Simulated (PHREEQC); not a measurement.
A solution holds 7.7 mmol/kgw Na2SiO3, at 25 °C. Closed to the air; pH follows from the charge balance.

Equilibrium calculation in PHREEQC: ion-association model, wateq4f.dat.

Each row changes one thing in this solution. No solid was allowed to form.

| case | pH | ionic strength (mol/kgw) |
|---|---|---|
| as made | 11.81 | 0.0158 |
| Na2SiO3 from 0.0077 to 0.00693 mol/kgw | ? | 0.0142 |
| Na2SiO3 from 0.0077 to 0.00847 mol/kgw | 11.84 | 0.0175 |
| temperature from 25 to 75 °C | ? | 0.0157 |
| Na2SiO3 replaced by Na2CO3 at the same molality | 10.93 | 0.0203 |
| diluted 100-fold with water | 10.02 | 0.000154 |
| temperature from 25 to 85 °C | ? | 0.0157 |

**Question.** Fill in the missing entries.

**Answer.** 
- Na2SiO3 from 0.0077 to 0.00693 mol/kgw, pH: 11.77
- temperature from 25 to 75 °C, pH: 10.54
- temperature from 25 to 85 °C, pH: 10.35

Away from 25 °C the constants follow the database's enthalpies or fits; those with neither stay at their 25 °C values.
